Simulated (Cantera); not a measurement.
A closed system holds: 1 mol SiHCl3, 0.022 mol HCl, a varied amount of H2, at 800 °C and 0.133 bar.

Method: chemical equilibrium by Gibbs-energy minimisation in Cantera with the NASA 1993 tables (ideal gas, pure condensed phases). Candidate condensed phases: Si; 19 gas species. The tables' values for SiCl3 are old estimates; treat these amounts as uncertain. Rates play no part.

Q: At 530 mol H2, list the 5 most abundant gas species with their mole fractions, and the condensed phases.

A: H2 0.995, HCl 0.00504, SiHCl3 9.78e-5, SiCl2 4.96e-5, SiCl4 4.04e-5. Condensed: Si(s).
